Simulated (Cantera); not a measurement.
**Silicon carbide growth: SiCl4 + HCl + H2 + C3H8**

Input: 1 mol SiCl4, 3.7 mol HCl, 10 mol H2, 0.13 mol C3H8, at 677 °C.

Equilibrium computed with Cantera from the NASA thermochemical tables; the gas is ideal and each condensed phase is pure. Candidate condensed phases: C, C6H6, C7H8, C8H18, Si, SiC; 109 gas species. The tables' values for SiCl3 are old estimates; treat these amounts as uncertain. Equilibrium is a limit: real reactors are often held back by kinetics, nucleation or transport.

```csv
P (Pa),log p H2,log p HCl,log p SiCl4,log p CH4,log p SiHCl3,log p SiCl3,log p SiCl2,n C(graphite),n SiC(s)
100,-3.17,-3.59,-4.21,-7.11,-6.12,-6.59,-7.45,0.347,0.0422
400,-2.56,-3.01,-3.59,-5.89,-5.47,-6.25,-7.39,0.385,0
1600,-1.96,-2.41,-2.98,-4.69,-4.87,-5.95,-7.39,0.371,0
6300,-1.37,-1.81,-2.39,-3.51,-4.28,-5.65,-7.39,0.315,0
25000,-0.78,-1.21,-1.78,-2.33,-3.69,-5.36,-7.41,0.112,0
100000,-0.18,-0.60,-1.18,-1.58,-3.10,-5.06,-7.42,0,0
```
log p: log10 of the partial pressure in bar; n: condensed amount in mol.

At 1.00 mbar the condensed part is C(graphite) + SiC(s). From 4.00 mbar to 0.250 bar the condensed part is C(graphite). At 1.00 bar nothing is condensed. The main Si-bearing gas is SiCl4 throughout.
